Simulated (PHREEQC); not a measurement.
Make-up at 25 °C: 0.063 mol/kgw HF, 0.12 mol/kgw NH4F, 0.00024 mol/kgw H2SiF6 and 0.00016 mol/kgw H3PO4. Closed to the air; pH follows from the charge balance.

Computed with PHREEQC (ion-association model, phreeqc.dat).

Each row changes one thing in this solution. This is a speciation only: nothing precipitates in the calculation.

```json
[
 {"case": "as made", "pH": "3.39", "ionic strength (mol/kgw)": "0.121", "F- (mol/kgw)": "0.102", "HF (mol/kgw)": "0.0454", "HF2- (mol/kgw)": "0.0177", "H2PO4- (mol/kgw)": "0.000153", "SI of Quartz (SiO2)": "-10.01"},
 {"case": "H3PO4 replaced by K3PO4 at the same molality", "pH": "3.40", "ionic strength (mol/kgw)": "0.121", "F- (mol/kgw)": "0.103", "HF (mol/kgw)": "0.0450", "HF2- (mol/kgw)": "0.0177", "H2PO4- (mol/kgw)": "0.000153", "SI of Quartz (SiO2)": "-10.00"},
 {"case": "H3PO4 from 0.00016 to 0.000176 mol/kgw", "pH": "3.39", "ionic strength (mol/kgw)": "0.121", "F- (mol/kgw)": "0.102", "HF (mol/kgw)": "0.0454", "HF2- (mol/kgw)": "0.0177", "H2PO4- (mol/kgw)": "0.000168", "SI of Quartz (SiO2)": "-10.01"},
 {"case": "0.0017 mol/kgw NH3 added", "pH": "3.41", "ionic strength (mol/kgw)": "0.122", "F- (mol/kgw)": "0.104", "HF (mol/kgw)": "0.0440", "HF2- (mol/kgw)": "0.0175", "H2PO4- (mol/kgw)": "0.000153", "SI of Quartz (SiO2)": "-9.97"},
 {"case": "temperature from 25 to 65 °C", "pH": "___", "ionic strength (mol/kgw)": "0.120", "F- (mol/kgw)": "0.100", "HF (mol/kgw)": "0.0441", "HF2- (mol/kgw)": "0.0193", "H2PO4- (mol/kgw)": "0.000155", "SI of Quartz (SiO2)": "___"},
 {"case": "diluted 2-fold with water", "pH": "3.40", "ionic strength (mol/kgw)": "___", "F- (mol/kgw)": "0.0547", "HF (mol/kgw)": "0.0259", "HF2- (mol/kgw)": "0.00544", "H2PO4- (mol/kgw)": "7.63e-5", "SI of Quartz (SiO2)": "-8.73"},
 {"case": "H2SiF6 from 0.00024 to 0.0012 mol/kgw", "pH": "3.36", "ionic strength (mol/kgw)": "0.122", "F- (mol/kgw)": "0.1000", "HF (mol/kgw)": "0.0470", "HF2- (mol/kgw)": "0.0180", "H2PO4- (mol/kgw)": "0.000153", "SI of Quartz (SiO2)": "-9.36"},
 {"case": "H3PO4 from 0.00016 to 0.0016 mol/kgw", "pH": "3.37", "ionic strength (mol/kgw)": "0.121", "F- (mol/kgw)": "0.101", "HF (mol/kgw)": "0.0466", "HF2- (mol/kgw)": "0.0179", "H2PO4- (mol/kgw)": "0.00153", "SI of Quartz (SiO2)": "-10.04"}
]
```

### Question
Fill in the missing entries.

### Answer

- temperature from 25 to 65 °C, pH: 3.72
- temperature from 25 to 65 °C, SI of Quartz (SiO2): -7.73
- diluted 2-fold with water, ionic strength (mol/kgw): 0.0606

Away from 25 °C the constants follow the database's enthalpies or fits; those with neither stay at their 25 °C values. SiF6-2 is the database's only silicon fluoride.
